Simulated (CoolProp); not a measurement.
trans-2-butene at 298.15 K and 0.19 MPa is compressed adiabatically to 0.477 MPa with isentropic efficiency 0.7. Each further row changes one setting.

The numbers come from the reference Helmholtz-energy equation of state, Lemmon 2005 in CoolProp. It is a short technical equation, of lower accuracy than the large ones.

```json
[
 {"case": "as stated", "work (kJ/kg)": "55.9", "final temperature (K)": "337.2", "final density (kg/m³)": "10.6"},
 {"case": "efficiency 1", "work (kJ/kg)": "39.2", "final temperature (K)": "328.3", "final density (kg/m³)": "11.0"},
 {"case": "efficiency 0.65", "work (kJ/kg)": "60.2", "final temperature (K)": "339.5", "final density (kg/m³)": "10.5"}
]
```
